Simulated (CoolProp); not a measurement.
Values from CoolProp's reference Helmholtz-energy equation of state, Lemmon 2006. It is a short technical equation, of lower accuracy than the large ones.

Question: For carbonyl sulfide, give the phase and the density (kg/m³), speed of sound (m/s), Joule-Thomson coefficient (K/MPa) at 129.25 °C and 22.3 MPa.

Answer: 
- 129.25 °C and 22.3 MPa: supercritical; density 790, speed of sound 487, Joule-Thomson coefficient 0.486
